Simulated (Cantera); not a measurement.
An isothermal, constant-pressure homogeneous reactor starts with 26.7 % H2, 60.6 % O2, 12.7 % N2, equivalence ratio 0.22, at 975 K and 1.43 Torr.

Computed with Cantera and the H2/O2 subset of GRI-Mech 3.0, which has no nitrogen chemistry. Radical loss at walls, strong at low pressure, is not modelled. The temperature is held fixed by assumption; the heat of reaction is taken as removed at once.

x: mole fraction; the columns are a selection and need not sum to one.

```csv
t (s),x H2,x O2,x H2O,x OH,x H
0.000700,0.267,0.606,1.24e-11,5.95e-12,7.81e-11
0.00206,0.267,0.606,1.96e-10,3.44e-11,3.35e-10
0.00606,0.267,0.606,6.68e-9,6.28e-10,5.57e-9
0.0178,0.267,0.606,1.44e-5,[?],1.09e-5
0.0524,0.0140,0.491,0.191,[?],0.124
0.154,0.0102,0.508,0.232,[?],0.0768
0.454,0.00389,0.534,0.289,[?],0.0149
1.34,0.000342,0.544,0.307,[?],0.000349
3.93,2.29e-5,0.545,0.308,[?],6.09e-6
11.6,2.88e-6,0.545,0.308,[?],2.91e-7
34.0,5.73e-7,0.545,0.308,[?],2.72e-8
100,1.44e-7,0.545,0.308,[?],3.56e-9
```

Question: Complete the blanks.

Answer: 
- 0.0178, x OH: 1.24e-6
- 0.0524, x OH: 0.00421
- 0.154, x OH: 0.00369
- 0.454, x OH: 0.00231
- 1.34, x OH: 0.000655
- 3.93, x OH: 0.000169
- 11.6, x OH: 6.16e-5
- 34.0, x OH: 2.80e-5
- 100, x OH: 1.42e-5
